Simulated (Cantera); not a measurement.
Reactions in the system C-Na-O

Source: NASA polynomial tables (part measured, part estimated), evaluated in Cantera. Values are per mole of reaction as written; species without (g) are pure solids or liquids, kept so even where they would boil at 1 bar.

C + 2 Na(g) + 3 O(g) = Na2CO3

| T (K) | ΔH° (kJ) | ΔS° (J/K) | ΔG° (kJ) | log10 K | condensed phases |
|---|---|---|---|---|---|
| 300 | -2092.9 | -657.6 | -1895.6 | 330.05 | C(graphite), Na2CO3(s) |
| 1373 | -2017.8 | -579.7 | -1221.9 | 46.49 | C(graphite), Na2CO3(l) |
| 1398 | -2016.3 | -578.6 | -1207.4 | 45.11 | C(graphite), Na2CO3(l) |
| 1423 | -2014.7 | -577.5 | -1193.0 | 43.79 | C(graphite), Na2CO3(l) |
| 1448 | -2013.2 | -576.4 | -1178.5 | 42.51 | C(graphite), Na2CO3(l) |
| 1473 | -2011.7 | -575.4 | -1164.2 | 41.28 | C(graphite), Na2CO3(l) |
| 1498 | -2010.1 | -574.3 | -1149.8 | 40.09 | C(graphite), Na2CO3(l) |
